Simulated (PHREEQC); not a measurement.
A solution holds 0.28 mol/kgw Na2HPO4, at 25 °C. Closed to the air; pH follows from the charge balance.

Model: ion-association model, phreeqc.dat, run in PHREEQC.

Each row changes one thing in this solution. This is a speciation only: nothing precipitates in the calculation.

```csv
case,pH,ionic strength (mol/kgw),HPO4-2 (mol/kgw),H2PO4- (mol/kgw),PO4-3 (mol/kgw)
as made,8.93,0.748,0.231,0.00121,0.00120
diluted 5-fold with water,9.21,?,0.0520,0.000219,0.000196
Na2HPO4 from 0.28 to 0.56 mol/kgw,8.81,1.40,0.413,0.00244,0.00243
Na2HPO4 replaced by KH2PO4 at the same molality,?,0.281,0.00110,0.278,?
Na2HPO4 from 0.28 to 0.028 mol/kgw,9.29,0.0818,?,0.000110,8.47e-5
temperature from 25 to 70 °C,?,0.759,0.235,0.00178,0.00167
```

Task: Some entries are withheld; supply them.

Result: 
- diluted 5-fold with water, ionic strength (mol/kgw): 0.161
- Na2HPO4 replaced by KH2PO4 at the same molality, pH: 4.37
- Na2HPO4 replaced by KH2PO4 at the same molality, PO4-3 (mol/kgw): 8.28e-11
- Na2HPO4 from 0.28 to 0.028 mol/kgw, HPO4-2 (mol/kgw): 0.0267
- temperature from 25 to 70 °C, pH: 8.63

The ionic strength passes 0.7 mol/kgw, the rough limit of the ion-association models, in as made; Na2HPO4 from 0.28 to 0.56 mol/kgw; temperature from 25 to 70 °C. Species that the database lacks are ignored. Away from 25 °C the constants follow the database's enthalpies or fits; those with neither stay at their 25 °C values.
